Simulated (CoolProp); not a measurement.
Decamethylcyclopentasiloxane (D5) along the isotherm 346.85 °C: density (kg/m³) from the reference equation and from simpler models built on Tc = 345.1 °C, pc = 1078 kPa, ω = 0.631; each cubic takes its own stable root.

Computed with CoolProp (reference Helmholtz-energy equation of state, Thol 2019).

```json
[
 {"p (kPa)": "108", "phase": "gas", "reference": "8.060", "ideal gas": "7.768", "van der Waals": "8.011", "Redlich-Kwong": "8.047", "Soave-Redlich-Kwong": "8.046", "Peng-Robinson": "8.077"},
 {"p (kPa)": "216", "phase": "gas", "reference": "16.79", "ideal gas": "15.54", "van der Waals": "16.57", "Redlich-Kwong": "16.72", "Soave-Redlich-Kwong": "16.72", "Peng-Robinson": "16.85"},
 {"p (kPa)": "323", "phase": "gas", "reference": "26.24", "ideal gas": "23.23", "van der Waals": "25.70", "Redlich-Kwong": "26.07", "Soave-Redlich-Kwong": "26.06", "Peng-Robinson": "26.38"},
 {"p (kPa)": "431", "phase": "gas", "reference": "36.81", "ideal gas": "31.00", "van der Waals": "35.73", "Redlich-Kwong": "36.45", "Soave-Redlich-Kwong": "36.42", "Peng-Robinson": "37.06"},
 {"p (kPa)": "539", "phase": "gas", "reference": "48.74", "ideal gas": "38.77", "van der Waals": "46.82", "Redlich-Kwong": "48.05", "Soave-Redlich-Kwong": "48.00", "Peng-Robinson": "49.09"},
 {"p (kPa)": "647", "phase": "gas", "reference": "62.55", "ideal gas": "46.54", "van der Waals": "59.33", "Redlich-Kwong": "61.31", "Soave-Redlich-Kwong": "61.22", "Peng-Robinson": "62.95"},
 {"p (kPa)": "754", "phase": "gas", "reference": "78.95", "ideal gas": "54.23", "van der Waals": "73.75", "Redlich-Kwong": "76.80", "Soave-Redlich-Kwong": "76.64", "Peng-Robinson": "79.29"},
 {"p (kPa)": "862", "phase": "gas", "reference": "100.0", "ideal gas": "62.00", "van der Waals": "91.58", "Redlich-Kwong": "96.27", "Soave-Redlich-Kwong": "95.95", "Peng-Robinson": "100.0"},
 {"p (kPa)": "970", "phase": "gas", "reference": "130.4", "ideal gas": "69.77", "van der Waals": "116.0", "Redlich-Kwong": "123.4", "Soave-Redlich-Kwong": "122.6", "Peng-Robinson": "129.0"},
 {"p (kPa)": "1190", "phase": "supercritical", "reference": "425.3", "ideal gas": "85.59", "van der Waals": "282.0", "Redlich-Kwong": "328.3", "Soave-Redlich-Kwong": "322.9", "Peng-Robinson": "354.7"},
 {"p (kPa)": "1290", "phase": "supercritical", "reference": "452.9", "ideal gas": "92.78", "van der Waals": "300.5", "Redlich-Kwong": "354.6", "Soave-Redlich-Kwong": "351.0", "Peng-Robinson": "387.2"},
 {"p (kPa)": "1400", "phase": "supercritical", "reference": "471.4", "ideal gas": "100.7", "van der Waals": "314.1", "Redlich-Kwong": "374.0", "Soave-Redlich-Kwong": "371.2", "Peng-Robinson": "410.3"},
 {"p (kPa)": "1510", "phase": "supercritical", "reference": "484.9", "ideal gas": "108.6", "van der Waals": "324.4", "Redlich-Kwong": "388.9", "Soave-Redlich-Kwong": "386.4", "Peng-Robinson": "427.8"},
 {"p (kPa)": "1620", "phase": "supercritical", "reference": "495.7", "ideal gas": "116.5", "van der Waals": "332.8", "Redlich-Kwong": "401.1", "Soave-Redlich-Kwong": "398.9", "Peng-Robinson": "442.1"}
]
```
